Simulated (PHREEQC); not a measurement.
Consider water at 20 °C with 0.093 mmol/kgw HNO3, 0.65 mmol/kgw Fe(NO3)3 and 0.0081 mmol/kgw CO2. Closed to the air; pH follows from the charge balance.

Equilibrium calculation in PHREEQC: ion-association model, phreeqc.dat.

This is a speciation only: nothing precipitates in the calculation.

Problem. Estimate the pH.

Solution. pH 3.13.

Problem. In which forms is Fe present?

Solution. FeOH+2 64 %, Fe(OH)2+ 20 %, Fe+3 13 %, Fe2(OH)2+4 2.8 % of the Fe.

Saturation is exceeded, for instance for Fe(OH)3(a), Hematite (slow to form); the values hold only as long as no solid forms. Species that the database lacks are ignored.
